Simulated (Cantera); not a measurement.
# SiCl4 + C3H8 + H2 (silicon carbide growth)

Feed: 1 mol SiCl4, 0.021 mol C3H8, 47 mol H2, at 7.60 mbar.

Cantera equilibrium calculation (NASA polynomials, part measured and part estimated; ideal gas, pure solids and liquids). Candidate condensed phases: C, C6H6, C7H8, C8H18, Si, SiC; 109 gas species. Mutual solubility and eutectic melting of coexisting phases are not modelled. The tables' values for SiCl, SiCl3 are old estimates; treat these amounts as uncertain. Gases not in the tables: Si2H6 and higher silanes. The numbers say what is thermodynamically allowed, not how fast it happens.

```tsv
T (K)	x H2	x H	x HCl	x Cl	x Si	x SiCl2	n Si(s)	n SiC(s)	n Si(l)
1600	0.930	0.000601	0.0570	2.92e-5	1.28e-5	0.0121	0.339	0.0630	0
1700	0.929	0.00163	0.0565	7.70e-5	8.93e-5	0.0123	0	0.0630	0.321
1800	0.926	0.00395	0.0582	0.000190	0.000418	0.0113	0	0.0628	0.345
1900	0.919	0.00873	0.0593	0.000425	0.00166	0.0104	0	0.0615	0.309
2000	0.905	0.0177	0.0596	0.000870	0.00573	0.00939	0	0.0549	0.0996
2100	0.882	0.0336	0.0643	0.00180	0.0103	0.00591	0	0.0381	0
2200	0.851	0.0596	0.0675	0.00344	0.0135	0.00287	0	0	0
2300	0.809	0.0998	0.0666	0.00592	0.0155	0.00122	0	0	0
2400	0.752	0.158	0.0624	0.00936	0.0163	0.000472	0	0	0
2500	0.676	0.237	0.0554	0.0137	0.0162	0.000174	0	0	0
2600	0.582	0.336	0.0465	0.0188	0.0156	6.18e-5	0	0	0
```
x: gas mole fraction; n: condensed amount in mol.

At 1600 K the condensed part is Si(s) + SiC(s). From 1700 K to 2000 K the condensed part is Si(l) + SiC(s). At 2100 K the condensed part is SiC(s). From 2200 K to 2600 K nothing is condensed. The main Si-bearing gas is SiCl2 at 1600 K and Si at 2600 K.
